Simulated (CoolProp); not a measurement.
Decamethyltetrasiloxane (MD2M) along the isobar 1.32 MPa: density (kg/m³) from the reference equation and from simpler models built on Tc = 599.4 K, pc = 1.144 MPa, ω = 0.635; each cubic takes its own stable root.

Values from CoolProp's reference Helmholtz-energy equation of state, Thol 2017.

| T (K) | phase | reference |
|---|---|---|
| 442.4 | liquid | 703.2 |
| 464.9 | liquid | 677.3 |
| 487.4 | liquid | 649.6 |
| 509.9 | liquid | 619.6 |
| 532.4 | liquid | 586.3 |
| 555 | liquid | 547.8 |
| 577.5 | liquid | 499.4 |
| 600 | supercritical | 413.2 |

Problem. How far does each simpler model (Redlich-Kwong, Soave-Redlich-Kwong) lie from the reference over these 8 states: mean and median of the absolute difference, and the worst?

Solution. 
- Redlich-Kwong: mean 19.6 %, median 19.1 %, worst -22.6 % at 600 K and 1.32 MPa
- Soave-Redlich-Kwong: mean 13.3 %, median 11.4 %, worst -22.9 % at 600 K and 1.32 MPa
